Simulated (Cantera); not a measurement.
An isothermal, constant-pressure homogeneous reactor starts with CH4 : CO2 = 1 : 0.31 (molar parts), at 1575 K and 13300 Pa. Integrator tolerance rtol = 1e-08.

Computed with Cantera and GRI-Mech 3.0 (53 species, 325 reactions). GRI-Mech 3.0 stops at C3 and has no aromatics, soot or wall deposition, so with more carbon than oxygen in the feed, carbon stays in small species such as C2H2 where larger ones or solid carbon would form.

**Question.** What does this change do: CH4 1 to 0.42 parts?

**Answer.** 
```
quantity                                           before                                    after
----------------  ---------------------------------------  ---------------------------------------
x(CH4) at 4.00 s   0.0301 (gas-phase equilibrium 0.00917)   0.0259 (gas-phase equilibrium 0.00384)
x(CO2) at 4.00 s  0.00910 (gas-phase equilibrium 2.71e-8)   0.0405 (gas-phase equilibrium 1.51e-7)
x(CH3) at 4.00 s  9.26e-5 (gas-phase equilibrium 2.70e-5)  9.84e-5 (gas-phase equilibrium 1.22e-5)
x(HCO) at 4.00 s  2.30e-9 (gas-phase equilibrium 3.49e-9)  3.69e-9 (gas-phase equilibrium 5.77e-9)
x(C2H) at 4.00 s  7.89e-8 (gas-phase equilibrium 5.40e-8)  6.92e-8 (gas-phase equilibrium 1.63e-8)
x(O) at 4.00 s    1.26e-11 (gas-phase equilibrium <1e-12)  3.44e-11 (gas-phase equilibrium <1e-12)
x(CO) at 4.00 s       0.164 (gas-phase equilibrium 0.239)      0.287 (gas-phase equilibrium 0.426)
```
